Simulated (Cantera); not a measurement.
An adiabatic, constant-pressure homogeneous reactor starts with 3.91 % C3H8, 9.16 % O2, 86.9 % N2, equivalence ratio 2.1, at 1823 K and 1.40 bar.

Detailed kinetics in Cantera: GRI-Mech 3.0 (53 species, 325 reactions). GRI-Mech 3.0 was tuned for natural gas; its chemistry of propane as a main component is partial and can be far from experiment.

One state of this run: T (K) = 2399; x C3H8 = <1e-12; x O2 = 2.89e-6; x HO2 = 1.86e-9; x C2H4 = <1e-12; x H2 = 0.0860; x C2H6 = <1e-12; x CH2 = <1e-12. x: mole fraction; the columns are a selection and need not sum to one.

Which value of t (s) does it belong to?
A) 0.000469
B) 6.00e-6
C) 0.0366
D) 8.20e-5

C, 0.0366
